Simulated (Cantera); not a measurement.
Equilibrium for silicon epitaxy and polysilicon growth: Si₂Cl₆ + Cl₂ + N₂

A closed system holds: 1 mol Si₂Cl₆, 0.6 mol Cl₂, a varied amount of N₂, at 38.3 Torr.

Cantera equilibrium calculation (NASA polynomials, part measured and part estimated; ideal gas, pure solids and liquids). Candidate condensed phases: Si, Si₃N₄; 13 gas species. The feed counts by its element totals alone. N₂ is the only nitrogen source here; it is nearly inert below about 1500 K, so the nitride shown seldom forms there in practice. The tables' values for SiCl₃ are old estimates. Kinetics and transport are ignored.

Stable condensed phases:

```
T in K \ n(N₂) in mol
         6.9 9.4  13  18  24  33  45  62  84 120 160 220
   1650    A   A   A   A   A   A   A   A   A   A   A   A
   1600    A   A   A   A   A   A   A   A   A   A   A   A
   1550    A   A   A   A   A   A   A   A   A   A   A   A
   1500    A   A   A   A   A   A   A   A   A   A   A   A
   1450    A   A   A   A   A   A   A   A   A   A   A   A
   1400    B   B   B   B   B   A   A   A   A   A   A   A
   1350    B   B   B   B   B   B   B   B   B   B   B   A
   1300    B   B   B   B   B   B   B   B   B   B   B   B
   1250    B   B   B   B   B   B   B   B   B   B   B   B
   1200    B   B   B   B   B   B   B   B   B   B   B   B
   1150    B   B   B   B   B   B   B   B   B   B   B   B
   1100    B   B   B   B   B   B   B   B   B   B   B   B
   1050    B   B   B   B   B   B   B   B   B   B   B   B
```

A: gas only; B: Si₃N₄.
